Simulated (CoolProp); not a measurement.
A closed Brayton cycle with dry air: compressor inlet 333.15 K and 6.2 MPa, high pressure 16.9 MPa, turbine inlet 920 K, compressor efficiency 0.89, turbine efficiency 0.85, recuperator effectiveness 0.8 (on enthalpy, no pinch check). Each further row changes one setting.

The numbers come from the reference Helmholtz-energy equation of state, Lemmon 2000 in CoolProp. It is a pseudo-pure fit of the blend.

```
case                           thermal efficiency (%)  net work (kJ/kg)  compressor to turbine work  compressor exit (K)  turbine exit (K)
-----------------------------  ----------------------  ----------------  --------------------------  -------------------  ----------------
as stated                                           …              76.8                        0.63                458.6             740.7
turbine inlet 870 K                              26.2              65.6                           …                458.6             698.8
compressor inlet 343.15 K                           …                 …                        0.65                472.1             740.7
high pressure 14.4 MPa                           28.1              70.6                        0.60                436.2                 …
recuperator effectiveness 0.5                       …              76.8                        0.63                458.6             740.7
```

Some entries are withheld; supply them.


- as stated, thermal efficiency (%): 28.4
- turbine inlet 870 K, compressor to turbine work: 0.66
- compressor inlet 343.15 K, thermal efficiency (%): 27.2
- compressor inlet 343.15 K, net work (kJ/kg): 72.7
- high pressure 14.4 MPa, turbine exit (K): 766.6
- recuperator effectiveness 0.5, thermal efficiency (%): 21.2
